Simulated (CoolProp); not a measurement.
The fluid at 293.15 K and 0.991 MPa (liquid) is heated at constant pressure to 364.6 K. The same conditions are run with several fluids, on thermodynamics alone (safety and materials aside).

Computed with CoolProp (reference Helmholtz-energy equation of state of each fluid (octamethyltrisiloxane (MDM): Thol 2017; ethylbenzene: Zhou 2012; R1224YDZ: Akasaka 2023; cyclopentane: Gedanitz 2015; n-perfluorohexane: Gao 2022)).

Question: Rank octamethyltrisiloxane (MDM), ethylbenzene, R1224YDZ, cyclopentane, n-perfluorohexane by heat (kJ/kg), highest first.

Answer: cyclopentane (141), octamethyltrisiloxane (MDM) (133), ethylbenzene (132), R1224YDZ (87.5), n-perfluorohexane (78.1)

```tsv
fluid	final density (kg/m³)
octamethyltrisiloxane (MDM)	748
ethylbenzene	804
R1224YDZ	1150
cyclopentane	671
n-perfluorohexane	1470
```
